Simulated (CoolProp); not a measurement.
CF4 (R14) at 400.52 K and 0.125 MPa is throttled through a valve to 0.042 MPa with no heat exchange. Each further row changes one setting.

The numbers come from the reference Helmholtz-energy equation of state, Platzer 1990 in CoolProp. This equation is an older, rougher fit.

```tsv
case	temperature change (K)	final density (kg/m³)
as stated	-0.2	1.11
outlet pressure 0.0126 MPa	-0.3	0.333
outlet pressure 0.0546 MPa	-0.2	1.44
```
